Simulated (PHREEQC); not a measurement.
Consider water at 25 °C with 1.5 mmol/kgw CO2, 14 mmol/kgw Na2SeO4, 8.1 mmol/kgw NaHSO4 and 91 mmol/kgw FeCl3. Closed to the air; pH follows from the charge balance.

All values are PHREEQC results (ion-association model, wateq4f.dat), not measurements.

```json
{
  "pH": "1.85",
  "ionic_strength": "0.395 mol/kgw",
  "activity_of_water": "0.994",
  "total_alkalinity": "-190 meq/kg"
}
```

```tsv
species	molality	activity	log γ
Cl-	0.216	0.143	-0.180
FeCl+2	0.0402	0.00939	-0.631
Na+	0.0361	0.0258	-0.146
Fe+3	0.0223	0.00218	-1.009
H+	0.0182	0.0140	-0.112
SeO4-2	0.0112	0.00319	-0.546
FeCl2+	0.00820	0.00599	-0.136
FeSO4+	0.00627	0.00436	-0.158
FeOH+2	0.00426	0.000996	-0.631
Fe2(OH)2+4	0.00407	2.67e-5	-2.182
HSeO4-	0.00280	0.00204	-0.136
CO2	0.00150	0.00164	0.039
SO4-2	0.000809	0.000182	-0.647
```

This is a speciation only: nothing precipitates in the calculation. Saturation is exceeded, for instance for Hematite (slow to form), Goethite (slow to form); the values hold only as long as no solid forms. Complexes and solids missing from the database can't appear.
